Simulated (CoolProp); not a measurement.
A simple Rankine cycle with cyclopentane: condensing at 312.15 K, boiler at 0.382 MPa, turbine inlet 384.5 K, turbine efficiency 0.85, pump efficiency 0.6, no recuperator. Each further row changes one setting.

Model: reference Helmholtz-energy equation of state, Gedanitz 2015, in CoolProp.

```tsv
case	thermal efficiency (%)	net work (kJ/kg)	heat in (kJ/kg)	turbine exit temperature (K)	volume ratio over the turbine
as stated	11.6	57.1	492	340.3	5.03
turbine inlet 404.5 K	11.6	60.9	526	361.3	5.03
condensing temperature 304.15 K	13.1	66.6	507	333.0	6.62
boiler pressure 0.267 MPa	9.3	46.3	496	350.5	3.53
turbine efficiency 0.75	10.2	50.3	492	345.1	5.11
```
